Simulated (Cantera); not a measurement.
Mg(OH)2 + H2 + CO2 (calcination and drying)

A closed system holds: 1 mol Mg(OH)2, 2.1 mol H2, 2.9 mol CO2, at 625 K.

These are equilibrium values from Cantera (NASA tables, ideal gas, pure condensed phases), not measurements of a reactor. Candidate condensed phases: C, C6H6, C7H8, C8H18, H2O, Mg, MgCO3, MgO, Mg(OH)2; 116 gas species. Equilibrium is a limit: real reactors are often held back by kinetics, nucleation or transport.

From 10.0 Pa to 460 Pa the condensed part is MgO(s). From 1700 Pa to 22000 Pa the condensed part is C(graphite) + MgO(s). From 77000 Pa to 1000000 Pa the condensed part is C(graphite) + MgCO3(s).

| P (Pa) | x H2O | x CO2 | x H2 | x CH4 | x CO | n MgO(s) | n C(graphite) | n MgCO3(s) |
|---|---|---|---|---|---|---|---|---|
| 10 | 0.201 | 0.449 | 0.316 | 1.79e-5 | 0.0341 | 1.00 | 0 | 0 |
| 36 | 0.201 | 0.449 | 0.315 | 0.000230 | 0.0340 | 1.00 | 0 | 0 |
| 130 | 0.205 | 0.451 | 0.309 | 0.00264 | 0.0327 | 1.00 | 0 | 0 |
| 460 | 0.230 | 0.457 | 0.271 | 0.0160 | 0.0260 | 1.00 | 0 | 0 |
| 1700 | 0.309 | 0.455 | 0.192 | 0.0304 | 0.0137 | 1.00 | 0.147 | 0 |
| 6000 | 0.373 | 0.452 | 0.124 | 0.0445 | 0.00725 | 1.00 | 0.232 | 0 |
| 22000 | 0.418 | 0.450 | 0.0726 | 0.0561 | 0.00378 | 1.00 | 0.276 | 0 |
| 77000 | 0.499 | 0.341 | 0.0533 | 0.106 | 0.00176 | 0 | 0.0798 | 1.00 |
| 280000 | 0.517 | 0.340 | 0.0290 | 0.114 | 0.000920 | 0 | 0.0778 | 1.00 |
| 1000000 | 0.526 | 0.339 | 0.0156 | 0.118 | 0.000486 | 0 | 0.0761 | 1.00 |
x: gas mole fraction; n: condensed amount in mol.
